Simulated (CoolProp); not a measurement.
Vapour pressure (MPa) of ethanol: the reference equation beside estimates from Tc = 514.7 K, pc = 6.268 MPa, ω = 0.644. Clausius-Clapeyron is anchored at 329.7 K with a constant enthalpy of vaporisation of 40.65 kJ/mol.

The numbers come from the reference Helmholtz-energy equation of state, Schroeder 2014 in CoolProp.

```
T (K)  reference  Lee-Kesler  Clausius-Clapeyron  van der Waals
-----  ---------  ----------  ------------------  -------------
325.4    0.03273     0.03204             0.03286         0.7315
329.7    0.03998     0.03936             0.03998         0.7863
334.1    0.04876     0.04824             0.04860         0.8451
338.4    0.05885     0.05847             0.05853         0.9054
342.7    0.07065     0.07044             0.07016         0.9684
347      0.08437     0.08436             0.08373          1.034
351.4     0.1006      0.1009             0.09988          1.105
355.7     0.1190      0.1194              0.1182          1.176
360       0.1400      0.1407              0.1393            [?]
364.3     0.1640      0.1650              0.1635            [?]
368.6        [?]      0.1925              0.1912          1.410
373       0.2230      0.2243              0.2235          1.496
377.3     0.2580      0.2593              0.2596          1.583
```

**Question.** Fill in the missing entries.

**Answer.** 
- 360, van der Waals: 1.251
- 364.3, van der Waals: 1.329
- 368.6, reference: 0.1913

Absolute difference from the reference over all 13 rows, mean and median: Lee-Kesler 0.7 and 0.6 %, Clausius-Clapeyron 0.4 and 0.5 %, van der Waals 1121.7 and 998.4 %.
